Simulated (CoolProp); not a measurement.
Properties of R22 at several states (Tc = 369.3 K, pc = 4.990 MPa, ω = 0.221).

Model: reference Helmholtz-energy equation of state, Kamei 1995, in CoolProp.

| T (K) | p (MPa) | phase | Z | cv (kJ/(kg K)) | isothermal compressibility (1/MPa) |
|---|---|---|---|---|---|
| 464.9 | 0.806 | gas | 0.9753 | 0.7310 | 1.273 |
| 269.7 | 0.037 | gas | 0.9925 | 0.5224 | 27.23 |
| 427.9 | 0.0461 | gas | 0.9981 | 0.6927 | 21.73 |
| 123.8 | 0.0167 | liquid | 0.0008251 | 0.7078 | 0.0004743 |
